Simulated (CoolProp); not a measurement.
n-nonane at several states: fugacity coefficient from the reference equation and from simpler models built on Tc = 594.5 K, pc = 22.82 bar, ω = 0.443; each cubic takes its own stable root.

The numbers come from the reference Helmholtz-energy equation of state, Lemmon 2006 in CoolProp. It is a short technical equation, of lower accuracy than the large ones.

```
T (K)  p (bar)   phase   reference  van der Waals  Redlich-Kwong  Soave-Redlich-Kwong  Peng-Robinson
-----  -------  ------  ----------  -------------  -------------  -------------------  -------------
502.1     40.3  liquid      0.1410         0.2900         0.2063               0.1510         0.1439
366         32  liquid    0.006089        0.09164        0.02351             0.006241       0.006276
530.3     86.4  liquid      0.1266     (withheld)         0.1741               0.1421         0.1307
349.1    0.742  liquid      0.1097         0.9671         0.4895               0.1081         0.1133
446       1.43     gas  (withheld)         0.9635     (withheld)               0.9441     (withheld)
423      0.147     gas      0.9920         0.9958         0.9943               0.9932         0.9929
```

What belongs in the gaps?


- 530.3, van der Waals: 0.2441
- 446, reference: 0.9360
- 446, Redlich-Kwong: 0.9525
- 446, Peng-Robinson: 0.9413

At some of these states van der Waals gives the other phase, because its saturation line lies elsewhere.
